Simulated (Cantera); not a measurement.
A closed system holds: 1 mol MgO, 67 mol HCl, 3.2 mol H₂, held at 925 K and 0.0133 bar.

Method: chemical equilibrium by Gibbs-energy minimisation in Cantera with the NASA 1993 tables (ideal gas, pure condensed phases). Candidate condensed phases: H₂O, Mg, MgCl₂, MgO, Mg(OH)₂; 22 gas species. Condensed phases not in the tables: MgOHCl. Equilibrium is a limit: real reactors are often held back by kinetics, nucleation or transport.

Base state: HCl 0.950, H₂ 0.0456, H₂O 0.00268, MgCl₂ 0.00152 (mole fractions); condensed: MgCl₂(s) + MgO(s).

### Question
What changes in the equilibrium state with this change: H₂ from 3.2 to 49 mol?

### Answer
```csv
species,before,after
HCl,0.950,0.575
H₂,0.0456,0.422
H₂O,0.00268,0.00122
MgCl₂,0.00152,0.00122
"MgCl₂(s), mol",0.0807,0
"MgO(s), mol",0.812,0.858
```
